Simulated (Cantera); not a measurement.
Feed: 1 mol Al(CH₃)₃, 18 mol O₂, 100 mol H₂, at 0.100 bar.

Equilibrium computed with Cantera from the NASA thermochemical tables; the gas is ideal and each condensed phase is pure. Candidate condensed phases: Al, Al₂O₃, C, C₆H₆, C₇H₈, C₈H₁₈, H₂O; 121 gas species. The feed counts by its element totals alone. Equilibrium is a limit: real reactors are often held back by kinetics, nucleation or transport. All values below are at 477 °C.

Base state: H₂ 0.670, H₂O 0.301, CH₄ 0.0125, CO₂ 0.0118, CO 0.00430 (mole fractions); condensed: Al₂O₃(s).

### Question
What changes in the equilibrium state with this change: H₂ from 100 to 1.1 mol?

### Answer
```csv
species,before,after
O₂,<1e-9,0.571
H₂O,0.301,0.279
CO₂,0.0118,0.150
H₂,0.670,<1e-9
CH₄,0.0125,<1e-9
CO,0.00430,<1e-9
"Al₂O₃(s), mol",0.500,0.500
```
